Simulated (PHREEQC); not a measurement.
## Leach liquor

Solution (40 °C): 0.04 mol/kgw HCl, 0.21 mol/kgw MnSO4 and 0.18 mol/kgw MgSO4. Closed to the air; pH follows from the charge balance.

Equilibrium calculation in PHREEQC: ion-association model, phreeqc.dat.

Each row changes one thing in this solution. Precipitation was switched off in this run.

```json
[
 {"case": "as made", "pH": "2.16", "ionic strength (mol/kgw)": "0.623", "SO4-2 (mol/kgw)": "0.132", "MgSO4 (mol/kgw)": "0.119", "MnSO4 (mol/kgw)": "0.108", "Mn+2 (mol/kgw)": "0.0987"},
 {"case": "temperature from 40 to 65 °C", "pH": "2.32", "ionic strength (mol/kgw)": "0.533", "SO4-2 (mol/kgw)": "0.108", "MgSO4 (mol/kgw)": "0.130", "MnSO4 (mol/kgw)": "0.118", "Mn+2 (mol/kgw)": "0.0890"},
 {"case": "diluted 10-fold with water", "pH": "2.80", "ionic strength (mol/kgw)": "0.0851", "SO4-2 (mol/kgw)": "0.0193", "MgSO4 (mol/kgw)": "0.00908", "MnSO4 (mol/kgw)": "0.00857", "Mn+2 (mol/kgw)": "0.0123"},
 {"case": "HCl from 0.04 to 0.4 mol/kgw", "pH": "0.86", "ionic strength (mol/kgw)": "0.991", "SO4-2 (mol/kgw)": "0.0599", "MgSO4 (mol/kgw)": "0.0732", "MnSO4 (mol/kgw)": "0.0427", "Mn+2 (mol/kgw)": "0.130"},
 {"case": "diluted 100-fold with water", "pH": "3.54", "ionic strength (mol/kgw)": "0.0120", "SO4-2 (mol/kgw)": "0.00285", "MgSO4 (mol/kgw)": "0.000513", "MnSO4 (mol/kgw)": "0.000453", "Mn+2 (mol/kgw)": "0.00165"}
]
```

The ionic strength passes 0.7 mol/kgw, the rough limit of the ion-association models, in HCl from 0.04 to 0.4 mol/kgw. Constants without temperature data keep their 25 °C values here.
